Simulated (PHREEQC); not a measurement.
Dissolve 0.0063 mol CuCl2, 8.5e-05 mol HBF4 and 0.00029 mol Na2SO4 per kg of water at 25 °C. Closed to the air; pH follows from the charge balance.

Computed with PHREEQC (ion-association model, phreeqc.dat).

No solid was allowed to form.

**Question.** Predict the pH, specific conductance.

**Answer.** pH 3.63; specific conductance 1570 µS/cm.

**Question.** In which forms is F present?

**Answer.** F- 73 %, HF 22 %, CuF+ 4.8 % of the F.

Complexes and solids missing from the database can't appear. Real BF4- forms and hydrolyses slowly; the run takes it at equilibrium.
